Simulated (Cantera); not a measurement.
Charge: 1 mol SiO2, 1.6 mol C, 0.068 mol CO, held at 10.0 mbar.

Cantera equilibrium calculation (NASA polynomials, part measured and part estimated; ideal gas, pure solids and liquids). Candidate condensed phases: C, Si, SiC, SiO2; 20 gas species. Rates play no part.

At 2277 °C, list the 4 most abundant gas species with their mole fractions, and the condensed phases.

CO 0.627, Si 0.208, SiO 0.158, Si2C 0.00432. Condensed: gas only.
